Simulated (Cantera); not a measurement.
Input (Python, Cantera) and output of one run.

```python
import numpy as np
import cantera as ct

gas_names = """
    B BCL BCL2 BCL3 BN B2 CL CL2 N N2
""".split()
cond_names = """
    B(b) B(L) BN(s)
""".split()


# ... load() reads the species with a 1 bar reference pressure and builds the phases ...
atoms = {
    'BN': {'B': 1, 'N': 1},
    'Cl2': {'CL': 2},
    'N2': {'N': 2},
}
top_T = {'BN(s)': 3200}  # K; cautious upper limits of use, not melting points


# ... equilibrate(T, P, feed) seeds the gas with the atoms and calls Mixture.equilibrate('TP', solver="vcs", rtol=1e-11, max_steps=5000) ...
results = []
feed = {'BN': 1, 'Cl2': 0.62, 'N2': 0.35}  # mol
T = 1373  # K
for P in [1, 4.2, 18, 75, 320, 1300, 5600, 24000, 100000]:
    mix = equilibrate(T, P, feed)
    results.append((T, P, feed, dict(zip(mix.species_names, mix.species_moles))))

top = {s: max(r[3][s] / sum(r[3][g] for g in gas_names) for r in results) for s in gas_names}
cols = sorted((s for s in top if top[s] > 1e-05), key=lambda s: -top[s])[:8]
seen = [c for c in cond_names if any(r[3].get(c, 0) > 1e-12 for r in results)]
print("log10 of partial pressures in bar; condensed amounts in mol")
print(f"{'P/Pa':>10s}" + "".join(f"{s[:9]:>10s}" for s in cols + seen))
for T, P, feed, n in results:
    ng = sum(n[g] for g in gas_names)
    print(f"{P:10.4g}" + "".join(f"{np.log10(max(n[s] / ng * P / 1e5, 1e-99)):10.3f}" for s in cols)
          + "".join(f"{n.get(c, 0):10.4g}" for c in seen))
```

It prints:

```
log10 of partial pressures in bar; condensed amounts in mol
      P/Pa        N2      BCL3        CL      BCL2       BCL     BN(s)
         1    -5.246    -5.381    -6.889    -7.575    -8.020    0.5894
       4.2    -4.620    -4.752    -6.575    -7.260    -8.019    0.5882
        18    -3.987    -4.118    -6.258    -6.942    -8.018    0.5874
        75    -3.367    -3.497    -5.948    -6.632    -8.018     0.587
       320    -2.736    -2.866    -5.633    -6.316    -8.018    0.5869
      1300    -2.127    -2.257    -5.328    -6.012    -8.018    0.5868
      5600    -1.493    -1.622    -5.011    -5.694    -8.018    0.5867
   2.4e+04    -0.861    -0.990    -4.695    -5.378    -8.018    0.5867
     1e+05    -0.241    -0.371    -4.385    -5.068    -8.018    0.5867
```

Cantera equilibrium calculation (NASA polynomials, part measured and part estimated; ideal gas, pure solids and liquids). The tables' values for BCl2, BCl are old estimates; treat these amounts as uncertain.
